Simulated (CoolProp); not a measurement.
A simple Rankine cycle with benzene: condensing at 292.15 K, boiler at 2.19 MPa, turbine inlet 505.9 K, turbine efficiency 0.9, pump efficiency 0.8, no recuperator. Each further row changes one setting.

Values from CoolProp's reference Helmholtz-energy equation of state, Thol 2012.

| case | thermal efficiency (%) | net work (kJ/kg) | heat in (kJ/kg) | turbine exit temperature (K) | volume ratio over the turbine |
|---|---|---|---|---|---|
| as stated | 28.3 | 195 | 690 | 342.7 | 215 |
| turbine inlet 525.9 K | 28.5 | 209 | 734 | 366.5 | 207 |
| condensing temperature 284.15 K | 29.5 | 207 | 704 | 332.5 | 312 |
| boiler pressure 1.53 MPa | 27.2 | 193 | 711 | 360.8 | 138 |
| turbine efficiency 0.8 | 25.1 | 173 | 690 | 360.2 | 226 |
